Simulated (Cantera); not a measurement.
Input (Python, Cantera):

```python
import numpy as np
import cantera as ct

gas = ct.Solution("gri30.yaml")
gas.TPX = 1823, 500000, {'CH4': 1, 'CO2': 0.36}
reactor = ct.IdealGasConstPressureReactor(gas, energy="off", clone=False)
net = ct.ReactorNet([reactor])
net.rtol, net.atol = 1e-08, 1e-18
show = ['CH4', 'CO2', 'CH2', 'CH3', 'O', 'H', 'CH2CO']
times = np.geomspace(0.0003, 7, 15)

steps = ct.SolutionArray(gas, extra=["t"])
rows = []
print(f"{'t/s':>10s}{'T/K':>9s}{'P/Pa':>11s}" + "".join(f"{s:>11s}" for s in show))
for t in times:
    while net.time < t:
        t_next = net.step()
        steps.append(gas.state, t=t_next)
    rows.append([np.interp(t, steps.t, y) for y in (steps.T, steps.P, *steps(*show).X.T)])
    print(f"{t:10.3e}{rows[-1][0]:9.1f}{rows[-1][1]:11.4g}" + "".join(f"{x:11.3e}" for x in rows[-1][2:]))
rate = np.gradient(steps.T, steps.t)
print("integrator steps:", len(steps.t))
if steps.T.max() > steps.T[0] + 200:
    print(f"time of steepest temperature rise: {steps.t[rate.argmax()]:.4e} s")
gas.TPX = 1823, 500000, {'CH4': 1, 'CO2': 0.36}
gas.equilibrate("TP")
print(f"equilibrium (TP): T = {gas.T:.1f} K  " + "  ".join(f"{s} {gas[s].X[0]:.3e}" for s in show))
```

Output:

```
       t/s      T/K       P/Pa        CH4        CO2        CH2        CH3          O          H      CH2CO
 3.000e-04   1823.0      5e+05  4.068e-01  2.056e-01  5.182e-07  2.072e-03  6.239e-11  6.969e-05  7.588e-06
 6.153e-04   1823.0      5e+05  2.896e-01  1.675e-01  3.865e-07  1.448e-03  7.525e-11  8.894e-05  1.749e-05
 1.262e-03   1823.0      5e+05  1.869e-01  1.175e-01  3.133e-07  9.567e-04  9.768e-11  1.050e-04  3.241e-05
 2.589e-03   1823.0      5e+05  1.091e-01  6.068e-02  2.789e-07  5.898e-04  1.260e-10  1.175e-04  5.042e-05
 5.310e-03   1823.0      5e+05  6.307e-02  2.150e-02  2.504e-07  3.589e-04  1.420e-10  1.278e-04  5.947e-05
 1.089e-02   1823.0      5e+05  4.504e-02  1.131e-02  2.065e-07  2.583e-04  1.311e-10  1.355e-04  5.139e-05
 2.234e-02   1823.0      5e+05  4.080e-02  9.011e-03  1.585e-07  2.281e-04  1.046e-10  1.395e-04  3.619e-05
 4.583e-02   1823.0      5e+05  3.869e-02  6.206e-03  1.127e-07  2.093e-04  7.077e-11  1.430e-04  2.119e-05
 9.400e-02   1823.0      5e+05  3.658e-02  3.161e-03  7.787e-08  1.923e-04  3.616e-11  1.462e-04  1.027e-05
 1.928e-01   1823.0      5e+05  3.503e-02  9.422e-04  5.856e-08  1.810e-04  1.092e-11  1.484e-04  4.545e-06
 3.955e-01   1823.0      5e+05  3.443e-02  9.576e-05  5.223e-08  1.768e-04  1.130e-12  1.492e-04  2.746e-06
 8.112e-01   1823.0      5e+05  3.436e-02  1.794e-06  5.156e-08  1.763e-04  3.569e-14  1.492e-04  2.558e-06
 1.664e+00   1823.0      5e+05  3.436e-02  8.539e-07  5.155e-08  1.763e-04  2.474e-14  1.492e-04  2.556e-06
 3.413e+00   1823.0      5e+05  3.436e-02  8.539e-07  5.155e-08  1.763e-04  2.473e-14  1.492e-04  2.556e-06
 7.000e+00   1823.0      5e+05  3.436e-02  8.539e-07  5.155e-08  1.763e-04  2.473e-14  1.492e-04  2.556e-06
integrator steps: 1715
equilibrium (TP): T = 1823.0 K  CH4 3.436e-02  CO2 8.612e-07  CH2 5.156e-08  CH3 1.763e-04  O 2.485e-14  H 1.492e-04  CH2CO 2.559e-06
```

Model: GRI-Mech 3.0 (53 species, 325 reactions), integrated in Cantera. GRI-Mech 3.0 stops at C3 and has no aromatics, soot or wall deposition, so with more carbon than oxygen in the feed, carbon stays in small species such as C2H2 where larger ones or solid carbon would form.
